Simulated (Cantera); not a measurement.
A perfectly stirred reactor is fed with 21.7 % CH3OH, 14.5 % O2, 63.8 % N2, equivalence ratio 2.2, at 2030 Torr; it is adiabatic with a 798 K inlet, and is followed from long to short residence time, starting on the burning branch (τ in s: 0.4, 0.16, 0.067, 0.027, 0.011, 0.0046, 0.0019, 0.00076, 0.00031, 0.00013, 5.1e-05).

Model: GRI-Mech 3.0 (53 species, 325 reactions), integrated in Cantera. GRI-Mech 3.0 was tuned for natural gas; its chemistry of methanol as a main component is partial and can be far from experiment.

x: mole fraction; the columns are a selection and need not sum to one.

```csv
τ (s),T (K),x CH3OH,x O2,x CH2O,x CH4,x O,x C2H4,x CH2
0.40,1871,2.07e-6,3.20e-5,1.87e-6,0.000240,5.30e-8,1.24e-7,1.73e-8
0.16,1870,(withheld),(withheld),(withheld),0.000229,(withheld),1.55e-7,(withheld)
0.067,1867,5.74e-6,8.65e-5,5.01e-6,0.000187,2.83e-7,1.48e-7,6.14e-8
0.027,1865,9.94e-6,0.000149,8.58e-6,0.000211,6.36e-7,2.37e-7,1.37e-7
0.011,1862,1.85e-5,0.000275,1.58e-5,0.000294,1.31e-6,5.21e-7,3.18e-7
0.0046,1857,3.53e-5,0.000521,2.99e-5,0.000440,2.62e-6,1.25e-6,7.14e-7
0.0019,1850,(withheld),(withheld),(withheld),(withheld),(withheld),(withheld),(withheld)
0.00076,1834,0.000148,0.00209,0.000122,0.00104,1.17e-5,7.69e-6,3.17e-6
0.00031,1803,0.000339,0.00446,0.000272,0.00158,2.49e-5,1.80e-5,5.46e-6
0.00013,1717,0.00111,0.0113,0.000854,0.00236,4.50e-5,3.47e-5,5.52e-6
5.1e-5,798,0.217,0.145,<1e-12,<1e-12,<1e-12,<1e-12,<1e-12
```

Question: What belongs in the gaps?

Answer: 
- 0.16, x CH3OH: 3.70e-6
- 0.16, x O2: 5.63e-5
- 0.16, x CH2O: 3.28e-6
- 0.16, x O: 1.17e-7
- 0.16, x CH2: 3.26e-8
- 0.0019, x CH3OH: 7.02e-5
- 0.0019, x O2: 0.00102
- 0.0019, x CH2O: 5.88e-5
- 0.0019, x CH4: 0.000674
- 0.0019, x O: 5.40e-6
- 0.0019, x C2H4: 3.10e-6
- 0.0019, x CH2: 1.55e-6
